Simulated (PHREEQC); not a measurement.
PHREEQC input (ion-association model, wateq4f.dat):

```
SOLUTION_MASTER_SPECIES
  An  An-  0  An  62.0  # stands for a non-complexing anion
SOLUTION_SPECIES
  An- = An-
    -log_k 0
    -gamma 3.0 0
PHASES
  Fix_H+
    H+ = H+
    -log_k 0
SOLUTION 1
  temp 25
  units mmol/kgw
  pH 7 charge
  Na 1
  An 1
END
SELECTED_OUTPUT 1
  -reset false
  -pH true
  -pe true
  -ionic_strength true
  -water true
  -totals Na
  -molalities Hfo_wOH Hfo_wOH2+ Hfo_wO- Hfo_sOH Hfo_sOH2+ Hfo_sO-
USER_PUNCH 1
  -headings sigma psi
  10 PUNCH EDL("sigma", "Hfo"), EDL("psi", "Hfo")
PRINT
  -reset false
USE solution 1
SURFACE 1
  Hfo_wOH 0.00110112 600 0.49
  Hfo_sOH 2.75281e-05
EQUILIBRIUM_PHASES 1
  Fix_H+ -4 HAn 10
    -force_equality true
  O2(g) -0.68 10
END
# ... the last block is repeated for the other 12 points of pH, with NaOH or the acid as the point needs
```

Selected output (columns that matter, 13 of 13 rows; pH added in front):

```
pH	mu	Na	m_Hfo_wOH	m_Hfo_wOH2+	m_Hfo_wO-	m_Hfo_sOH	m_Hfo_sOH2+	m_Hfo_sO-	sigma	psi
4	0.0012908	0.001	0.00068197	0.00039196	2.7182e-05	1.7049e-05	9.7992e-06	6.7956e-07	0.12272	0.20885
4.67	0.0011283	0.001	0.00078569	0.00026131	5.4117e-05	1.9642e-05	6.5329e-06	1.3529e-06	0.069704	0.18327
5.33	0.0010623	0.001	0.00082689	0.00019312	8.1108e-05	2.0672e-05	4.8281e-06	2.0277e-06	0.037683	0.15331
6	0.0010299	0.001	0.00084052	0.00015848	0.00010212	2.1013e-05	3.962e-06	2.5531e-06	0.018959	0.11917
6.67	0.0010138	0.001	0.0008442	0.00014174	0.00011519	2.1105e-05	3.5434e-06	2.8797e-06	0.008932	0.08252
7.33	0.0010057	0.001	0.00084507	0.00013352	0.00012253	2.1127e-05	3.3379e-06	3.0633e-06	0.0036951	0.045039
8	0.0010007	0.001	0.00084525	0.00012862	0.00012725	2.1131e-05	3.2155e-06	3.1813e-06	0.00046124	0.0063695
8.67	0.0010087	0.0010125	0.00084517	0.00012425	0.0001317	2.1129e-05	3.1063e-06	3.2925e-06	-0.0025065	-0.032379
9.33	0.0010327	0.0010432	0.00084462	0.000118	0.0001385	2.1116e-05	2.95e-06	3.4625e-06	-0.0068963	-0.070113
10	0.0011278	0.0011515	0.00084204	0.00010634	0.00015274	2.1051e-05	2.6586e-06	3.8185e-06	-0.015609	-0.10715
10.67	0.0015436	0.0015979	0.0008288	8.3218e-05	0.0001891	2.072e-05	2.0805e-06	4.7274e-06	-0.035619	-0.1409
11.33	0.0034134	0.0035447	0.00075735	4.3807e-05	0.00029996	1.8934e-05	1.0952e-06	7.4989e-06	-0.086173	-0.16577
12	0.01255	0.012856	0.00048528	8.8886e-06	0.00060694	1.2132e-05	2.2222e-07	1.5174e-05	-0.2012	-0.17586
```
